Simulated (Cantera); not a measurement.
Input: 1 mol Si, 1.3 mol Cl₂, 9.8 mol H₂, held at 750 K and 4.30 bar.

Equilibrium computed with Cantera from the NASA thermochemical tables; the gas is ideal and each condensed phase is pure. Candidate condensed phases: Si; 19 gas species. Rates play no part.

Base state: H₂ 0.926, SiHCl₃ 0.0383, SiCl₄ 0.0324, SiH₂Cl₂ 0.00333, HCl 0.000354, SiH₃Cl 6.45e-5 (mole fractions); condensed: Si(s).

Task: What changes in the equilibrium state with this change: Cl₂ from 1.3 to 0.51 mol?

Result: 
```json
[
 {"species": "H₂", "before": "0.926", "after": "0.969"},
 {"species": "SiHCl₃", "before": "0.0383", "after": "0.0176"},
 {"species": "SiCl₄", "before": "0.0324", "after": "0.0112"},
 {"species": "SiH₂Cl₂", "before": "0.00333", "after": "0.00205"},
 {"species": "HCl", "before": "0.000354", "after": "0.000277"},
 {"species": "SiH₃Cl", "before": "6.45e-5", "after": "5.29e-5"},
 {"species": "Si(s), mol", "before": "0.234", "after": "0.691"}
]
```
